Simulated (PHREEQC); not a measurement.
Solution (15 °C): 21 mmol/kgw Pb(NO3)2, 1.1 mmol/kgw MgSO4 and 10 mmol/kgw NaHCO3. Closed to the air; pH follows from the charge balance.

Model: ion-association model, phreeqc.dat, run in PHREEQC.

| Item | Result |
|---|---|
| pH | 5.94 |
| ionic strength | 0.0538 mol/kgw |
| total alkalinity | 10.0 meq/kg |

```json
[
 {"species": "NO3-", "molality": "0.0392", "activity": "0.0315", "log γ": "-0.095"},
 {"species": "Pb+2", "molality": "0.0109", "activity": "0.00494", "log γ": "-0.346"},
 {"species": "Na+", "molality": "0.00999", "activity": "0.00822", "log γ": "-0.084"},
 {"species": "PbHCO3+", "molality": "0.00408", "activity": "0.00334", "log γ": "-0.086"},
 {"species": "PbNO3+", "molality": "0.00281", "activity": "0.00230", "log γ": "-0.086"},
 {"species": "CO2", "molality": "0.00252", "activity": "0.00255", "log γ": "0.005"},
 {"species": "PbCO3", "molality": "0.00236", "activity": "0.00239", "log γ": "0.005"},
 {"species": "Mg+2", "molality": "0.00107", "activity": "0.000517", "log γ": "-0.318"},
 {"species": "HCO3-", "molality": "0.00103", "activity": "0.000852", "log γ": "-0.083"},
 {"species": "PbSO4", "molality": "0.000594", "activity": "0.000601", "log γ": "0.005"},
 {"species": "SO4-2", "molality": "0.000473", "activity": "0.000217", "log γ": "-0.340"},
 {"species": "PbOH+", "molality": "0.000103", "activity": "8.43e-5", "log γ": "-0.086"},
 {"species": "Pb2OH+3", "molality": "5.59e-5", "activity": "9.32e-6", "log γ": "-0.777"}
]
```

No solid was allowed to form. Saturation is exceeded, for instance for Cerussite, Anglesite; the values hold only as long as no solid forms.
